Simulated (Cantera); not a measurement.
An adiabatic, constant-pressure homogeneous reactor starts with CO : H2 : O2 : N2 = 1 : 0.1 : 0.873 : 3.28 (molar parts), at 1298 K and 12000 Torr. Integrator tolerance rtol = 1e-08.

Model: GRI-Mech 3.0 (53 species, 325 reactions), integrated in Cantera. The hydrogen kinetics of GRI-Mech 3.0 are dated; newer H2 mechanisms differ, most at raised pressure. The pressure lies above the range GRI-Mech 3.0 was tuned for (to about 10 atm).

Task: What does this change do: 0.08 parts H2O added?

Result: 
```tsv
quantity	before	after
time of steepest temperature rise	21.8 µs	25.6 µs
temperature at 0.200 s	2685 K	2663 K
equilibrium temperature	2685 K	2663 K
x(CO) at 0.200 s	0.0173 (gas-phase equilibrium 0.0173)	0.0156 (gas-phase equilibrium 0.0156)
x(H2) at 0.200 s	0.000250 (gas-phase equilibrium 0.000250)	0.000421 (gas-phase equilibrium 0.000421)
x(O2) at 0.200 s	0.0664 (gas-phase equilibrium 0.0664)	0.0649 (gas-phase equilibrium 0.0649)
x(CO2) at 0.200 s	0.193 (gas-phase equilibrium 0.193)	0.191 (gas-phase equilibrium 0.191)
x(N2O) at 0.200 s	3.39e-6 (gas-phase equilibrium 3.39e-6)	3.18e-6 (gas-phase equilibrium 3.18e-6)
```

Task: What does this change do: pressure from 12000 Torr to 7500 Torr?

Result: 
```csv
quantity,before,after
time of steepest temperature rise,21.8 µs,15.4 µs
temperature at 0.200 s,2685 K,2667 K
equilibrium temperature,2685 K,2667 K
x(CO) at 0.200 s,0.0173 (gas-phase equilibrium 0.0173),0.0196 (gas-phase equilibrium 0.0196)
x(H2) at 0.200 s,0.000250 (gas-phase equilibrium 0.000250),0.000286 (gas-phase equilibrium 0.000286)
x(O2) at 0.200 s,0.0664 (gas-phase equilibrium 0.0664),0.0675 (gas-phase equilibrium 0.0675)
x(CO2) at 0.200 s,0.193 (gas-phase equilibrium 0.193),0.190 (gas-phase equilibrium 0.190)
x(N2O) at 0.200 s,3.39e-6 (gas-phase equilibrium 3.39e-6),2.62e-6 (gas-phase equilibrium 2.62e-6)
```
